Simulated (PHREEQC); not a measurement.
Make-up at 25 °C: 15 mmol/kgw Cu(NO3)2 and 1.1 mmol/kgw Na2HAsO4. Closed to the air; pH follows from the charge balance.

Computed with PHREEQC (ion-association model, wateq4f.dat).

Each row changes one thing in this solution. This is a speciation only: nothing precipitates in the calculation.

```tsv
case	pH	Cu+2 (mol/kgw)	H2AsO4- (mol/kgw)	Cu2(OH)2+2 (mol/kgw)	HAsO4-2 (mol/kgw)	CuOH+ (mol/kgw)	SI of Cu(OH)2 (Cu(OH)2)	SI of Tenorite (CuO)
as made	5.53	0.0140	0.00106	0.000500	4.34e-5	2.81e-5	+0.25	+1.27
temperature from 25 to 20 °C	5.63	0.0140	0.00105	0.000482	5.28e-5	3.55e-5	+0.26	+1.28
Cu(NO3)2 from 0.015 to 0.0135 mol/kgw	[?]	0.0125	0.00105	0.000496	4.68e-5	2.82e-5	+0.30	+1.32
diluted 2-fold with water	5.63	0.00699	0.000526	0.000238	2.43e-5	2.02e-5	+0.24	+1.26
Na2HAsO4 from 0.0011 to 0.00055 mol/kgw	[?]	0.0145	0.000535	0.000252	1.50e-5	2.00e-5	-0.06	+0.96
```

Q: Fill in the missing entries.

A: 
- Cu(NO3)2 from 0.015 to 0.0135 mol/kgw, pH: 5.57
- Na2HAsO4 from 0.0011 to 0.00055 mol/kgw, pH: 5.36

Some of these states are supersaturated (in Cu3(AsO4)2:6w, Cu2(OH)3NO3, for instance). The database has no arsenate complexes of Cu.
